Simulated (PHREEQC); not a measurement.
NaOH is added in steps, without added water, to 1 kg of water holding 83 mmol/kgw HF, 1.1 mmol/kgw (CH3)4NF and 90 mmol/kgw HCl, at 20 °C. Oxygen alone is held at its pressure in air (log pO2 = -0.68). No CO2 enters from the air. Only these solids could form: Halite.

Base run: PHREEQC, ion-association model, wateq4f.dat. Each further column changes one thing. The table gives HF2- (mol/kgw).

```csv
NaOH added (mol),base,database phreeqc.dat,Davies equation for every ion,all activity coefficients set to 1,metal-ligand complexes left out
0,0.000175,0.000322,0.000180,0.000110,0.000175
0.02375,0.000236,0.000427,0.000242,0.000148,0.000236
0.04156,0.000316,0.000564,0.000324,0.000200,0.000316
0.06531,0.000562,0.000955,0.000576,0.000369,0.000564
0.08313,0.00113,0.00171,0.00115,0.000830,0.00114
0.1069,0.00304,0.00375,0.00305,0.00282,0.00312
0.1247,0.00418,0.00479,0.00418,0.00398,0.00431
0.1484,0.00372,0.00393,0.00371,0.00354,0.00386
0.1663,0.00140,0.00139,0.00140,0.00133,0.00146
0.19,1.27e-11,1.22e-11,1.26e-11,1.16e-11,1.41e-11
```

(CH3)4N+ isn't in the database: it is added as a free cation with an ion size of 4 Å. wateq4f.dat counts part of the HF as a dimer, H2F2, which phreeqc.dat doesn't know; its constant is uncertain. phreeqc.dat and wateq4f.dat share most of their constants, so their agreement is no independent check.
